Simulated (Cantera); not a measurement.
An isothermal, constant-pressure homogeneous reactor starts with H2 : O2 = 0.015 : 1 (molar parts), equivalence ratio 0.0075, at 1098 K and 120 Pa. Integrator tolerance rtol = 1e-08.

Model: the H2/O2 subset of GRI-Mech 3.0, which has no nitrogen chemistry, integrated in Cantera. Radical loss at walls, strong at low pressure, is not modelled.

Task: What does this change do: 0.069 parts H2O added?

Result: 
| quantity | before | after |
|---|---|---|
| x(H2) at 7.00 s | 4.77e-5 (gas-phase equilibrium 5.47e-10) | 8.22e-5 (gas-phase equilibrium 2.96e-9) |
| x(O2) at 7.00 s | 0.979 (gas-phase equilibrium 0.985) | 0.920 (gas-phase equilibrium 0.922) |
| x(O) at 7.00 s | 0.00611 (gas-phase equilibrium 6.84e-8) | 0.00183 (gas-phase equilibrium 6.62e-8) |
| x(HO2) at 7.00 s | 1.39e-7 (gas-phase equilibrium 8.89e-10) | 2.40e-7 (gas-phase equilibrium 1.94e-9) |
| x(H2O) at 7.00 s | 0.0143 (gas-phase equilibrium 0.0149) | 0.0774 (gas-phase equilibrium 0.0780) |
| x(H) at 7.00 s | 0.000442 (gas-phase equilibrium 1.68e-11) | 0.000179 (gas-phase equilibrium 3.91e-11) |
